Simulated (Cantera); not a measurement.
Input: 1 mol TiCl4, 0.38 mol H2O, a varied amount of H2, held at 1950 °C and 1.33 mbar.

Method: chemical equilibrium by Gibbs-energy minimisation in Cantera with the NASA 1993 tables (ideal gas, pure condensed phases). Candidate condensed phases: H2O, Ti, TiCl2, TiCl3, TiCl4, TiO, TiO2, Ti2O3, Ti3O5, Ti4O7; 23 gas species. The tables' values for TiCl2, TiOCl are old estimates; treat these amounts as uncertain. Equilibrium is a limit: real reactors are often held back by kinetics, nucleation or transport.

x: gas mole fraction; nothing condenses.

```tsv
n(H2) (mol)	x H2	x H	x HCl	x Cl	x TiO	x TiCl
31	0.734	0.150	0.0766	0.0114	0.00989	0.00723
41	0.757	0.153	0.0609	0.00892	0.00768	0.00573
54	0.774	0.154	0.0483	0.00699	0.00595	0.00439
70	0.787	0.156	(withheld)	(withheld)	(withheld)	(withheld)
92	0.799	0.157	0.0304	0.00433	0.00358	0.00236
120	0.807	0.158	0.0239	0.00340	0.00276	0.00165
160	0.815	0.158	0.0184	0.00260	0.00208	0.00108
210	0.820	0.159	(withheld)	(withheld)	(withheld)	(withheld)
270	0.824	0.159	0.0113	0.00158	0.00123	0.000471
360	0.828	0.160	0.00858	0.00120	0.000922	0.000289
470	0.830	0.160	0.00664	0.000928	0.000701	0.000180
```

Complete the blanks.


- 210, x HCl: 0.0143
- 210, x Cl: 0.00201
- 210, x TiO: 0.00159
- 210, x TiCl: 0.000711
- 70, x HCl: 0.0386
- 70, x Cl: 0.00555
- 70, x TiO: 0.00465
- 70, x TiCl: 0.00330
